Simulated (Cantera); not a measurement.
An isothermal, constant-pressure homogeneous reactor starts with CO : O2 : H2O : N2 = 0.002 : 0.0033 : 0.0002 : 1 (molar parts), equivalence ratio 0.30, at 875 K and 3750 Torr. Integrator tolerance rtol = 1e-08.

Cantera simulation using GRI-Mech 3.0 (53 species, 325 reactions); the numbers are that mechanism's predictions, not measurements.

### Question
What does this change do: temperature 875 to 1325 K?

### Answer
| quantity | before | after |
|---|---|---|
| x(CO) at 6.00 s | 0.00199 (gas-phase equilibrium <1e-12) | 4.73e-9 (gas-phase equilibrium 4.71e-9) |
| x(O2) at 6.00 s | 0.00328 (gas-phase equilibrium 0.00229) | 0.00229 (gas-phase equilibrium 0.00226) |
| x(H2O) at 6.00 s | 0.000199 (gas-phase equilibrium 0.000199) | 0.000199 (gas-phase equilibrium 0.000199) |
| x(H) at 6.00 s | <1e-12 (gas-phase equilibrium <1e-12) | 1.17e-11 (gas-phase equilibrium 1.17e-11) |
| x(NO) at 6.00 s | <1e-12 (gas-phase equilibrium 7.68e-7) | 1.16e-6 (gas-phase equilibrium 5.45e-5) |
